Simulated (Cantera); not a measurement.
A perfectly stirred reactor is fed with NH3 : N2 = 1 : 0.78 (molar parts), at 20.0 Torr; it is held at 1950 K, and followed from long to short residence time.

Model: the gas-phase N/H chemistry of the illustrative SiF4/NH3 mechanism in the Surface Chemkin manual (1991), integrated in Cantera. Walls and surfaces, which speed up NH3 decomposition in real reactors, are not modelled.

**Question.** What does this change do: NH3 1 to 0.14 parts?

**Answer.** 
```tsv
quantity	before	after
x(NH3) at τ = 22.0 s	0.0310	0.00965
x(N2H2) at τ = 22.0 s	1.42e-7	4.83e-8
x(N2H4) at τ = 22.0 s	2.54e-10	5.81e-11
x(NH2) at τ = 22.0 s	0.000117	5.57e-5
x(H) at τ = 22.0 s	0.000671	0.000375
x(NH3) at τ = 48.0 ms	0.537	0.145
x(N2H2) at τ = 48.0 ms	5.04e-6	1.39e-6
x(N2H4) at τ = 48.0 ms	1.78e-8	5.07e-9
x(NH2) at τ = 48.0 ms	0.000976	0.000520
x(H) at τ = 48.0 ms	1.62e-5	1.19e-5
```

**Question.** What does this change do: pressure from 20.0 Torr to 10.00 Torr?

**Answer.** 
```json
[
 {"quantity": "x(NH3) at τ = 22.0 s", "before": "0.0310", "after": "0.0475"},
 {"quantity": "x(N2H2) at τ = 22.0 s", "before": "1.42e-7", "after": "2.84e-7"},
 {"quantity": "x(N2H4) at τ = 22.0 s", "before": "2.54e-10", "after": "2.64e-10"},
 {"quantity": "x(NH2) at τ = 22.0 s", "before": "0.000117", "after": "0.000168"},
 {"quantity": "x(H) at τ = 22.0 s", "before": "0.000671", "after": "0.000612"},
 {"quantity": "x(NH3) at τ = 48.0 ms", "before": "0.537", "after": "0.546"},
 {"quantity": "x(N2H2) at τ = 48.0 ms", "before": "5.04e-6", "after": "6.07e-6"},
 {"quantity": "x(N2H4) at τ = 48.0 ms", "before": "1.78e-8", "after": "1.12e-8"},
 {"quantity": "x(NH2) at τ = 48.0 ms", "before": "0.000976", "after": "0.00109"},
 {"quantity": "x(H) at τ = 48.0 ms", "before": "1.62e-5", "after": "1.16e-5"}
]
```
